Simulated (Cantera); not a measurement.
Charge: 1 mol Si2H6, 0.72 mol CO2, equilibrated at 89.0 Pa.

These are equilibrium values from Cantera (NASA tables, ideal gas, pure condensed phases), not measurements of a reactor. Candidate condensed phases: C, C6H6, C7H8, C8H18, H2O, Si, SiC, SiO2; 123 gas species. The feed counts by its element totals alone. Mutual solubility and eutectic melting of coexisting phases are not modelled. The tables hold silica as quartz up to 1696 K and as liquid above; real silica turns to tridymite and cristobalite and melts near 1996 K. Equilibrium is a limit: real reactors are often held back by kinetics, nucleation or transport.

log p: log10 of the partial pressure in bar; n: condensed amount in mol.

```
T (°C)  log p H2  log p SiO  log p CO  log p H  log p Si  log p SiH  n Si(s)  n SiC(s)  n SiO2(β-quartz)
------  --------  ---------  --------  -------  --------  ---------  -------  --------  ----------------
802        -3.05      -8.02    -10.51    -9.36    -14.12     -14.08    0.560     0.720             0.720
852        -3.05      -7.27     -9.62    -8.88    -13.15     -13.28    0.560     0.720             0.720
902        -3.05      -6.59     -8.81    -8.44    -12.27     -12.55    0.560     0.720             0.720
952        -3.05      -5.96     -8.06    -8.03    -11.46     -11.88    0.558     0.720             0.718
1002       -3.05      -5.39     -7.37    -7.66    -10.71     -11.26    0.553     0.720             0.713
1052       -3.06      -4.86     -6.74    -7.32    -10.03     -10.69    0.537     0.719             0.696
1102       -3.07      -4.37     -6.15    -7.00     -9.39     -10.17    0.488     0.717               ___
1152       -3.12      -3.91     -5.60    -6.72     -8.79      -9.70    0.334     0.710               ___
1202       -3.22      -3.57     -4.84    -6.50     -8.41      -9.46        0     0.649               ___
1252       -3.22      -3.56     -4.79    -6.24     -7.87      -9.02        0     0.640                 0
1302       -3.22      -3.56     -4.79    -5.99     -7.35      -8.59        0     0.640                 0
1352       -3.22      -3.57     -4.79    -5.76     -6.87      -8.18        0     0.640                 0
```

Task: What belongs in the gaps?

Result: 
- 1102, n SiO2(β-quartz): 0.643
- 1152, n SiO2(β-quartz): 0.474
- 1202, n SiO2(β-quartz): 0.0184
